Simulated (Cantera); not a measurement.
Input: 1 mol TiC, 0.37 mol C, 0.012 mol H2, at 100000 Pa.

Equilibrium computed with Cantera from the NASA thermochemical tables; the gas is ideal and each condensed phase is pure. Candidate condensed phases: C, C6H6, C7H8, C8H18, Ti, TiC; 77 gas species. TiC: taken at fixed stoichiometry. Equilibrium is a limit: real reactors are often held back by kinetics, nucleation or transport.

Problem. At 2050 °C, list the 4 most abundant gas species with their mole fractions, and the condensed phases.

Solution. H2 0.984, H 0.0108, C2H2 (acetylene) 0.00477, CH4 0.000198. Condensed: C(graphite) + TiC(s).
